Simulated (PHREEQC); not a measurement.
Consider water at 20 °C with 16 mmol/kgw CuSO4, 0.059 mmol/kgw HBF4 and 0.15 mmol/kgw H3BO3. Closed to the air; pH follows from the charge balance.

Computed with PHREEQC (ion-association model, wateq4f.dat).

| Item | Value |
|---|---|
| pH | 3.91 |
| ionic strength | 0.0426 mol/kgw |
| total alkalinity | -0.236 meq/kg |

| species | molality | activity | log γ |
|---|---|---|---|
| Cu+2 | 0.0106 | 0.00536 | -0.297 |
| SO4-2 | 0.0106 | 0.00513 | -0.314 |
| CuSO4 | 0.00537 | 0.00542 | 0.004 |
| H3BO3 | 0.000209 | 0.000211 | 0.004 |
| F- | 0.000192 | 0.000158 | -0.084 |
| H+ | 0.000143 | 0.000124 | -0.065 |
| HSO4- | 6.66e-5 | 5.54e-5 | -0.080 |
| HF | 2.65e-5 | 2.68e-5 | 0.004 |
| CuF+ | 1.77e-5 | 1.47e-5 | -0.080 |

This is a speciation only: nothing precipitates in the calculation. Real BF4- forms and hydrolyses slowly; the run takes it at equilibrium.
